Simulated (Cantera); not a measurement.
What does this Cantera script print?

```python
import numpy as np
import cantera as ct

gas = ct.Solution("gri30.yaml")
gas.TPX = 625, 100000, {'CH4': 1, 'CO': 1.1, 'O2': 1.82, 'N2': 6.85}
flame = ct.FreeFlame(gas, width=0.04)
flame.set_refine_criteria(ratio=3, slope=0.08, curve=0.16)
flame.transport_model = "mixture-averaged"
flame.solve(loglevel=0, auto=True)
z, T = flame.grid, flame.T
thick = (T[-1] - T[0]) / np.gradient(T, z).max()
show = ['CH4', 'CO', 'O2', 'CH2O', 'CO2', 'NO2']
print(f"laminar burning velocity  {flame.velocity[0] * 100:.3f} cm/s")
print(f"burnt temperature         {T[-1]:.1f} K")
print(f"thermal thickness         {thick * 1e3:.4f} mm")
print(f"grid points               {len(z)}")
z0 = z[flame.heat_release_rate.argmax()]
print(f"{'z/mm':>9s}{'T/K':>9s}{'u/(m/s)':>9s}" + "".join(f"{s:>11s}" for s in show))
rows = []
for k in (-3, -2, -1.5, -1, -0.5, -0.25, 0, 0.25, 0.5, 1, 2, 4, 8):
    zz = z0 + k * thick
    rows.append([k * thick, np.interp(zz, z, T), np.interp(zz, z, flame.velocity),
                 *(np.interp(zz, z, flame.X[gas.species_index(s)]) for s in show)])
    print(f"{rows[-1][0] * 1e3:9.3f}{rows[-1][1]:9.1f}{rows[-1][2]:9.3f}" + "".join(f"{x:11.3e}" for x in rows[-1][3:]))
```

It prints:

```
laminar burning velocity  150.360 cm/s
burnt temperature         2302.3 K
thermal thickness         0.3002 mm
grid points               150
     z/mm      T/K  u/(m/s)        CH4         CO         O2       CH2O        CO2        NO2
   -0.901    625.1    1.506  9.272e-02  1.020e-01  1.688e-01  5.784e-08  1.113e-07  3.316e-11
   -0.600    626.4    1.513  9.235e-02  1.017e-01  1.682e-01  1.371e-06  2.904e-06  7.209e-10
   -0.450    633.2    1.535  9.157e-02  1.014e-01  1.673e-01  1.071e-05  2.577e-05  5.160e-09
   -0.300    689.9    1.686  8.759e-02  1.013e-01  1.629e-01  1.111e-04  3.860e-04  3.479e-08
   -0.150   1072.4    2.666  6.360e-02  1.087e-01  1.337e-01  7.323e-04  5.633e-03  3.013e-08
   -0.075   1467.1    3.686  3.585e-02  1.212e-01  9.582e-02  1.032e-03  1.515e-02  1.542e-08
    0.000   1830.2    4.631  1.007e-02  1.336e-01  5.151e-02  6.819e-04  3.077e-02  5.295e-09
    0.075   2003.4    5.063  1.198e-03  1.318e-01  2.298e-02  1.709e-04  4.835e-02  1.831e-09
    0.150   2053.7    5.166  8.342e-05  1.219e-01  1.115e-02  1.737e-05  6.275e-02  1.674e-09
    0.300   2088.3    5.216  3.863e-07  1.096e-01  5.227e-03  9.810e-08  7.749e-02  1.750e-09
    0.600   2123.9    5.281  1.115e-10  1.043e-01  3.595e-03  1.168e-09  8.395e-02  1.797e-09
    1.201   2167.3    5.373  3.016e-14  1.035e-01  2.639e-03  1.143e-09  8.533e-02  1.933e-09
    2.402   2216.4    5.477  2.724e-14  1.033e-01  1.646e-03  1.166e-09  8.615e-02  2.131e-09
```

Cantera simulation using GRI-Mech 3.0 (53 species, 325 reactions); the numbers are that mechanism's predictions, not measurements. Burning velocities carry a grid error of a few per cent, more on coarse grids.
